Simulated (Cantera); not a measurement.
Charge: 1 mol Al₂O₃, 7 mol H₂, at 0.00190 bar.

Method: chemical equilibrium by Gibbs-energy minimisation in Cantera with the NASA 1993 tables (ideal gas, pure condensed phases). Candidate condensed phases: Al, Al₂O₃, H₂O; 19 gas species. The tables' values for AlOH are old estimates; treat these amounts as uncertain. Equilibrium is a limit: real reactors are often held back by kinetics, nucleation or transport. All values below are at 2000 K.

Base state: H₂ 0.962, H 0.0366, H₂O 0.00105, Al 0.000573, Al₂O 8.17e-5, AlOH 4.02e-5 (mole fractions); condensed: Al₂O₃(s).

What changes in the equilibrium state with this change: 0.75 mol CO₂ added?


| species | before | after |
|---|---|---|
| H₂ | 0.962 | 0.779 |
| CO | 0 | 0.0928 |
| H₂O | 0.00105 | 0.0924 |
| H | 0.0366 | 0.0329 |
| AlOH | 4.02e-5 | 3.47e-6 |
| CO₂ | 0 | 0.00240 |
| Al₂O | 8.17e-5 | 6.94e-9 |
| Al | 0.000573 | 5.07e-7 |
| O | 1.11e-7 | 1.20e-5 |
| OH | 3.99e-6 | 0.000390 |
| Al₂O₃(s), mol | 0.997 | 1.000 |
Further candidate phases: C, C₆H₆, C₇H₈, C₈H₁₈.
